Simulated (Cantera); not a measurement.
Charge: 1 mol B2O3, 22 mol HCl, 33 mol H2, 3.9 mol NF3, equilibrated at 2.60 Pa.

Method: chemical equilibrium by Gibbs-energy minimisation in Cantera with the NASA 1993 tables (ideal gas, pure condensed phases). Candidate condensed phases: B, BN, B2O3, B3O3H3, H2O, NH4Cl; 75 gas species. The tables' values for BOCl are old estimates; treat these amounts as uncertain. The numbers say what is thermodynamically allowed, not how fast it happens. All values below are at 1575 K.

Base state: H2 0.423, HCl 0.340, HF 0.152, N2 0.0304, BOF 0.0301, H2O 0.0146, H 0.00530, Cl 0.00339 (mole fractions); condensed: gas only.

Q: What changes in the equilibrium state with this change: HCl from 22 to 1.4 mol?

A: 
| species | before | after |
|---|---|---|
| H2 | 0.423 | 0.623 |
| HF | 0.152 | 0.225 |
| N2 | 0.0304 | 0.0450 |
| HCl | 0.340 | 0.0320 |
| BOF | 0.0301 | 0.0446 |
| H2O | 0.0146 | 0.0216 |
| Cl | 0.00339 | 0.000263 |
| BOCl | 2.52e-5 | 2.37e-6 |
| BF3 | 4.63e-6 | 1.01e-5 |
| HBO2 | 0.00102 | 0.00151 |
